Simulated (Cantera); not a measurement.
Input: 1 mol CuO, 670 mol H2, 2.9 mol N2, equilibrated at 1700 °C and 1.00 bar.

Cantera equilibrium calculation (NASA polynomials, part measured and part estimated; ideal gas, pure solids and liquids). Candidate condensed phases: Cu, CuO, Cu(OH)2, Cu2O, H2O; 27 gas species. The numbers say what is thermodynamically allowed, not how fast it happens.

Base state: H2 0.991, N2 0.00430, H2O 0.00148, Cu 0.00148, H 0.00134 (mole fractions); condensed: gas only.

Problem. What changes in the equilibrium state with this change: pressure from 1.00 bar to 0.000520 bar?

Solution. 
| species | before | after |
|---|---|---|
| H2 | 0.991 | 0.936 |
| H | 0.00134 | 0.0573 |
| N2 | 0.00430 | 0.00418 |
| Cu | 0.00148 | 0.00144 |
| H2O | 0.00148 | 0.00143 |
